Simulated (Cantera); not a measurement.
Charge: 1 mol borazine, 17 mol H2O, 4.4 mol N2, equilibrated at 8100 Pa.

Method: chemical equilibrium by Gibbs-energy minimisation in Cantera with the NASA 1993 tables (ideal gas, pure condensed phases). Candidate condensed phases: B, BN, B2O3, B3O3H3, H2O; 39 gas species. The feed counts by its element totals alone. Gases not in the tables: H3BO3. Rates play no part. All values below are at 877 °C.

Base state: H2O 0.480, H2 0.290, N2 0.228, (HBO2)3 0.00134, HBO2 0.000961 (mole fractions); condensed: B2O3(l).

### Question
What changes in the equilibrium state with this change: H2O from 17 to 6.3 mol?

### Answer
```csv
species,before,after
H2,0.290,0.493
N2,0.228,0.388
H2O,0.480,0.118
HBO2,0.000961,0.000476
(HBO2)3,0.00134,0.000163
"B2O3(l), mol",1.44,1.49
```
